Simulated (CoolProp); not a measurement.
Properties of CHF3 (R23) along the isobar 430 kPa.

Model: reference Helmholtz-energy equation of state, Penoncello 2003, in CoolProp.

```json
[
 {"T (K)": "260.4", "phase": "gas", "density (kg/m³)": "14.71", "Joule-Thomson coefficient (K/MPa)": "19.69", "isothermal compressibility (1/MPa)": "2.466"},
 {"T (K)": "277.3", "phase": "gas", "density (kg/m³)": "13.65", "Joule-Thomson coefficient (K/MPa)": "?", "isothermal compressibility (1/MPa)": "2.434"},
 {"T (K)": "294.2", "phase": "gas", "density (kg/m³)": "?", "Joule-Thomson coefficient (K/MPa)": "13.35", "isothermal compressibility (1/MPa)": "2.412"},
 {"T (K)": "311.1", "phase": "gas", "density (kg/m³)": "11.98", "Joule-Thomson coefficient (K/MPa)": "11.30", "isothermal compressibility (1/MPa)": "2.395"},
 {"T (K)": "328.1", "phase": "gas", "density (kg/m³)": "11.30", "Joule-Thomson coefficient (K/MPa)": "?", "isothermal compressibility (1/MPa)": "2.383"},
 {"T (K)": "345", "phase": "gas", "density (kg/m³)": "10.71", "Joule-Thomson coefficient (K/MPa)": "8.395", "isothermal compressibility (1/MPa)": "2.373"},
 {"T (K)": "361.9", "phase": "gas", "density (kg/m³)": "10.17", "Joule-Thomson coefficient (K/MPa)": "7.346", "isothermal compressibility (1/MPa)": "2.365"},
 {"T (K)": "378.8", "phase": "gas", "density (kg/m³)": "9.694", "Joule-Thomson coefficient (K/MPa)": "?", "isothermal compressibility (1/MPa)": "2.359"},
 {"T (K)": "395.7", "phase": "gas", "density (kg/m³)": "9.260", "Joule-Thomson coefficient (K/MPa)": "5.749", "isothermal compressibility (1/MPa)": "2.353"},
 {"T (K)": "412.6", "phase": "gas", "density (kg/m³)": "8.865", "Joule-Thomson coefficient (K/MPa)": "5.131", "isothermal compressibility (1/MPa)": "2.349"},
 {"T (K)": "429.6", "phase": "gas", "density (kg/m³)": "8.501", "Joule-Thomson coefficient (K/MPa)": "4.600", "isothermal compressibility (1/MPa)": "2.345"},
 {"T (K)": "446.5", "phase": "gas", "density (kg/m³)": "8.168", "Joule-Thomson coefficient (K/MPa)": "4.144", "isothermal compressibility (1/MPa)": "2.342"}
]
```

Problem. What belongs in the gaps?

Solution. 
- 277.3, Joule-Thomson coefficient (K/MPa): 16.04
- 294.2, density (kg/m³): 12.75
- 328.1, Joule-Thomson coefficient (K/MPa): 9.681
- 378.8, Joule-Thomson coefficient (K/MPa): 6.477
